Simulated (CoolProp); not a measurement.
The numbers come from the reference Helmholtz-energy equation of state, Platzer 1990 in CoolProp. This equation is an older, rougher fit.

### Question
For c-C4F8 (RC318), give the phase and the cp (kJ/(kg K)) at 113.45 °C and 56.6 kPa.

### Answer
- 113.45 °C and 56.6 kPa: gas; cp 0.911
